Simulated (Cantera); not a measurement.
An isothermal, constant-pressure homogeneous reactor starts with N2O : H2 : N2 = 1 : 0.022 : 4.5 (molar parts), at 1550 K and 30.8 Torr.

Detailed kinetics in Cantera: GRI-Mech 3.0 (53 species, 325 reactions). GRI-Mech 3.0 was tuned for natural gas; its chemistry of N2O as a main component is partial and can be far from experiment. Radical loss at walls, strong at low pressure, is not modelled. The temperature is held fixed by assumption; the heat of reaction is taken as removed at once.

Problem. Predict: x(N2O) at 30.0 s; x(H2) at 30.0 s; x(H) at 30.0 s; x(HO2) at 30.0 s; x(O) at 30.0 s; x(OH) at 30.0 s; x(O2) at 30.0 s.

Solution. 
```
Property                                           Result
----------------  ---------------------------------------
x(N2O) at 30.0 s  3.92e-7 (gas-phase equilibrium 1.37e-8)
x(H2) at 30.0 s   2.61e-7 (gas-phase equilibrium 2.30e-7)
x(H) at 30.0 s    8.03e-8 (gas-phase equilibrium 7.51e-8)
x(HO2) at 30.0 s  9.60e-9 (gas-phase equilibrium 1.15e-8)
x(O) at 30.0 s    9.85e-6 (gas-phase equilibrium 1.11e-5)
x(OH) at 30.0 s   3.77e-5 (gas-phase equilibrium 3.99e-5)
x(O2) at 30.0 s     0.0635 (gas-phase equilibrium 0.0808)
```
